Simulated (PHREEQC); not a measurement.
Make-up at 25 °C and 500 atm: 0.0037 mol CuCl2, 0.0021 mol HNO3 and 0.036 mol MgSO4 per kg of water. Closed to the air; pH follows from the charge balance.

Computed with PHREEQC (ion-association model, phreeqc.dat).

Question: The ionic strength comes out as 0.0971 mol/kgw. What activity coefficients do HSO4-, NO3-, SO4-2, H+, Cu+2 get?

Answer: HSO4- 0.79, NO3- 0.76, SO4-2 0.38, H+ 0.83, Cu+2 0.41.

Precipitation was switched off in this run. Species that the database lacks are ignored. Under pressure, the constants of complexes without a molar volume in the database are unreliable.
